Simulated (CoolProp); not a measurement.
Vapour pressure (kPa) of propylene: the reference equation beside estimates from Tc = 91.1 °C, pc = 4555 kPa, ω = 0.146. Clausius-Clapeyron is anchored at -62.85 °C with a constant enthalpy of vaporisation of 19.16 kJ/mol.

The numbers come from the reference Helmholtz-energy equation of state, Lemmon 2013 in CoolProp.

```csv
T (°C),reference,Lee-Kesler,Clausius-Clapeyron,Soave-Redlich-Kwong,Peng-Robinson
-84.95,12.55,12.20,13.22,12.32,13.08
-73.85,25.65,25.04,26.15,25.23,26.35
-62.85,47.86,46.97,47.86,47.21,48.65
-51.85,83.24,82.16,82.51,82.37,83.97
-40.85,136.5,135.4,135.1,135.5,136.9
-29.75,213.7,213.0,212.3,212.9,213.7
-18.75,319.3,319.3,319.7,319.2,318.7
-7.75,460.1,461.2,465.4,461.5,459.0
3.25,642.8,645.0,657.4,646.7,641.3
14.35,876.6,879.7,907.0,884.3,875.4
```

Absolute difference from the reference over all 10 rows, mean and median: Lee-Kesler 1.0 and 0.6 %, Clausius-Clapeyron 1.7 and 1.1 %, Soave-Redlich-Kwong 0.9 and 0.8 %, Peng-Robinson 1.1 and 0.3 %.
